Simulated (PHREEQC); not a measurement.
Dissolve 0.0076 mol/kgw Li2CO3, 0.00044 mol/kgw Pb(NO3)2 and 0.12 mol/kgw HNO3 at 20 °C. Closed to the air; pH follows from the charge balance.

All values are PHREEQC results (ion-association model, phreeqc.dat), not measurements.

Precipitation was switched off in this run.

### Question
Estimate the pH, specific conductance.

### Answer
pH 1.07; specific conductance 33600 µS/cm.

### Question
In which forms is Pb present?

### Answer
Pb+2 62 %, PbNO3+ 38 % of the Pb.
